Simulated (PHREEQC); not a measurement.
A solution holds 10 mmol/kgw NaH2PO4, 110 mmol/kgw K2HPO4 and 0.98 mmol/kgw H4SiO4, at 20 °C. Closed to the air; pH follows from the charge balance.

All values are PHREEQC results (ion-association model, phreeqc.dat), not measurements.

Each row changes one thing in this solution. This is a speciation only: nothing precipitates in the calculation.

```tsv
case	pH	ionic strength (mol/kgw)	H2PO4- (mol/kgw)	PO4-3 (mol/kgw)	H3PO4 (mol/kgw)
as made	7.77	0.319	0.0100	1.81e-5	1.59e-8
0.011 mol/kgw NaCl added	7.76	0.330	0.0100	1.82e-5	[?]
NaH2PO4 left out	9.05	0.310	0.000525	[?]	[?]
NaH2PO4 from 0.01 to 0.001 mol/kgw	8.68	0.311	0.00123	0.000146	[?]
H4SiO4 left out	7.77	0.319	0.0100	1.82e-5	1.59e-8
```

Problem. What belongs in the gaps?

Solution. 
- 0.011 mol/kgw NaCl added, H3PO4 (mol/kgw): 1.61e-8
- NaH2PO4 left out, PO4-3 (mol/kgw): 0.000340
- NaH2PO4 left out, H3PO4 (mol/kgw): 4.37e-11
- NaH2PO4 from 0.01 to 0.001 mol/kgw, H3PO4 (mol/kgw): 2.40e-10

Some of these states are supersaturated (in Quartz (slow to form), Chalcedony (slow to form), for instance).
